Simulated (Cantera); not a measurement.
Feed: 1 mol FeS, 0.1 mol O₂, 0.24 mol CO₂, at 1325 K and 2.30 bar.

Cantera equilibrium calculation (NASA polynomials, part measured and part estimated; ideal gas, pure solids and liquids). Candidate condensed phases: C, Fe, Fe(CO)₅, FeO, FeS, FeSO₄, FeS₂, Fe₂O₃, Fe₂(SO₄)₃, Fe₃O₄, S; 25 gas species. Mutual solubility and eutectic melting of coexisting phases are not modelled. FeS: taken at fixed stoichiometry. The numbers say what is thermodynamically allowed, not how fast it happens.

Base state: CO₂ 0.769, SO₂ 0.189, CO 0.0217, S₂ 0.0176, S₂O 0.00135, COS 0.00134, SO 0.000305 (mole fractions); condensed: FeS(s) + Fe₃O₄(s).

Q: What changes in the equilibrium state with this change: O₂ from 0.1 to 1.6 mol?

A: 
```csv
species,before,after
SO₂,0.189,0.773
CO₂,0.769,0.196
S₂,0.0176,0.0240
CO,0.0217,0.00295
COS,0.00134,0.000212
S₂O,0.00135,0.00343
SO,0.000305,0.000668
"FeS(s), mol",0.931,0
"Fe₃O₄(s), mol",0.0230,0.333
```
